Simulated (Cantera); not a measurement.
Feed: 1 mol Si3N4, 1.6 mol Cl2, 31 mol H2, at 1800 K and 75.0 Torr.

Equilibrium computed with Cantera from the NASA thermochemical tables; the gas is ideal and each condensed phase is pure. Candidate condensed phases: NH4Cl, Si, Si3N4; 28 gas species. The tables' values for SiCl3, SiCl are old estimates; treat these amounts as uncertain. Gases not in the tables: Si2H6 and higher silanes. Equilibrium is a limit: real reactors are often held back by kinetics, nucleation or transport.

Base state: H2 0.863, HCl 0.0632, N2 0.0578, SiCl2 0.0143, H 0.00105, SiCl3 0.000155, SiCl 5.91e-5, Cl 5.89e-5 (mole fractions); condensed: Si(l).

Q: What changes in the equilibrium state with this change: pressure from 75.0 Torr to 28.5 Torr?

A: 
```tsv
species	before	after
H2	0.863	0.863
HCl	0.0632	0.0632
N2	0.0578	0.0577
H	0.00105	0.00171
SiCl3	0.000155	9.60e-5
SiCl2	0.0143	0.0143
Si	3.18e-5	8.36e-5
Cl	5.89e-5	9.57e-5
SiCl	5.91e-5	9.60e-5
SiH	1.06e-5	1.73e-5
Si(l), mol	2.49	2.49
```
